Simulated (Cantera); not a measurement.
Input: 1 mol CH₃SiCl₃, 0.32 mol C₃H₈, 3.4 mol H₂, 0.0055 mol C₂H₂, held at 32.0 mbar.

Method: chemical equilibrium by Gibbs-energy minimisation in Cantera with the NASA 1993 tables (ideal gas, pure condensed phases). Candidate condensed phases: C, C₆H₆, C₇H₈, C₈H₁₈, Si, SiC; 109 gas species. The feed counts by its element totals alone. Gases not in the tables: Si₂H₆ and higher silanes. Rates play no part.

**Question.** What share of the Si ends up in condensed phases as a function of T (°C), at 1427, 1502, 1577, 1652, 1727, 1802, 1877, 1952, 2027, 2102, 2177, 2252?

**Answer.** 
```tsv
T (°C)	Si condensed (%)	as
1427	90.6	SiC(s)
1502	88.5	SiC(s)
1577	86.2	SiC(s)
1652	83.8	SiC(s)
1727	81.2	SiC(s)
1802	78.4	SiC(s)
1877	75.3	SiC(s)
1952	71.4	SiC(s)
2027	65.7	SiC(s)
2102	55.8	SiC(s)
2177	36.1	SiC(s)
2252	0.0	-
```
